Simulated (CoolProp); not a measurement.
R245ca along the isotherm 450 K: fugacity coefficient from the reference equation and from simpler models built on Tc = 447.6 K, pc = 39.41 bar, ω = 0.355; each cubic takes its own stable root.

The numbers come from the reference Helmholtz-energy equation of state, Zhou 2016 in CoolProp.

| p (bar) | phase | reference |
|---|---|---|
| 3.94 | gas | 0.9657 |
| 7.88 | gas | 0.9320 |
| 11.8 | gas | 0.8988 |
| 15.8 | gas | 0.8654 |
| 19.7 | gas | 0.8331 |
| 23.6 | gas | 0.8009 |
| 27.6 | gas | 0.7678 |
| 31.5 | gas | 0.7352 |
| 35.5 | gas | 0.7008 |
| 39.4 | gas | 0.6653 |
| 43.3 | supercritical | 0.6224 |
| 47.3 | supercritical | 0.5807 |
| 51.2 | supercritical | 0.5459 |
| 55.2 | supercritical | 0.5152 |
| 59.1 | supercritical | 0.4891 |

How far does each simpler model (van der Waals, Redlich-Kwong, Soave-Redlich-Kwong, Peng-Robinson) lie from the reference over these 15 states: mean and median of the absolute difference, and the worst?


- van der Waals: mean 4.4 %, median 4.1 %, worst +9.2 % at 450 K and 59.1 bar
- Redlich-Kwong: mean 1.1 %, median 0.7 %, worst +3.0 % at 450 K and 59.1 bar
- Soave-Redlich-Kwong: mean 1.3 %, median 0.9 %, worst +3.5 % at 450 K and 59.1 bar
- Peng-Robinson: mean 1.4 %, median 1.4 %, worst -2.1 % at 450 K and 39.4 bar
